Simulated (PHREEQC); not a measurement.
Dissolve 0.068 mol HF, 0.066 mol NaOH and 0.00053 mol KCl per kg of water at 25 °C. Closed to the air; pH follows from the charge balance.

Equilibrium calculation in PHREEQC: ion-association model, phreeqc.dat.

No solid was allowed to form.

What pH, density, specific conductance does the model give?

pH 4.68; density 1.000 g/cm³; specific conductance 5850 µS/cm.

In which forms is F present?

F- 94 %, HF 2.3 %, NaF 2.2 %, HF2- 1.1 % of the F.
